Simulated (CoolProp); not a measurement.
Vapour-liquid equilibrium of hydrogen sulfide (1) + n-butane (2) at 278.8 K; x and y are mole fractions of (1).

Model: multi-fluid Helmholtz-energy mixture model, Lemmon 2006 and Bücker 2006; pair parameters Kunz 2012, in CoolProp.

Task: Give the bubble pressure and the first vapour's composition at x = 0.05, 0.875, 0.95. Is there an azeotrope?

Result: x = 0.05: 0.2358 MPa, y = 0.468; x = 0.875: 1.119 MPa, y = 0.961; x = 0.95: 1.174 MPa, y = 0.982. No azeotrope shows between x = 0.05 and 0.95.

The pair parameters rest on a limited set of measurements; away from them the model extrapolates.
